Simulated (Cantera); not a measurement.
Carbon deposition, reforming and gasification: C₂H₄ + NH₃ + O₂

Input: 1 mol C₂H₄, 0.85 mol NH₃, 0.014 mol O₂, held at 10000 Pa.

These are equilibrium values from Cantera (NASA tables, ideal gas, pure condensed phases), not measurements of a reactor. Candidate condensed phases: C, C₆H₆, C₇H₈, C₈H₁₈, H₂O; 136 gas species. The numbers say what is thermodynamically allowed, not how fast it happens.

From 600 K to 1200 K the condensed part is C(graphite). The main C-bearing gas is CH₄ at 600 K and CO at 1200 K. The share of C in condensed phases is highest at 1200 K (98.4 %) and lowest at 600 K (33.3 %).

```
T (K)   x H₂    x CH₄   x N₂     x H₂O      x CO     x NH₃  n C(graphite)
-----  -----  -------  -----  --------  --------  --------  -------------
600    0.244    0.564  0.180    0.0117   2.36e-5  0.000213          0.666
650    0.403    0.423  0.163    0.0106  0.000103  0.000194          0.900
700    0.569    0.275  0.146   0.00916  0.000376  0.000154           1.20
750    0.701    0.157  0.133   0.00743   0.00117  0.000109           1.49
800    0.785   0.0828  0.124   0.00519   0.00283   7.32e-5           1.71
850    0.830   0.0429  0.119   0.00286   0.00489   4.85e-5           1.83
900    0.853   0.0227  0.117   0.00131   0.00634   3.26e-5           1.89
950    0.864   0.0125  0.115  0.000567   0.00703   2.25e-5           1.93
1000   0.870  0.00723  0.115  0.000251   0.00731   1.60e-5           1.95
1050   0.874  0.00437  0.115  0.000118   0.00742   1.17e-5           1.96
1100   0.875  0.00275  0.114   5.85e-5   0.00747   8.80e-6           1.96
1150   0.876  0.00180  0.114   3.08e-5   0.00749   6.76e-6           1.97
1200   0.877  0.00122  0.114   1.71e-5   0.00750   5.30e-6           1.97
```
x: gas mole fraction; n: condensed amount in mol.
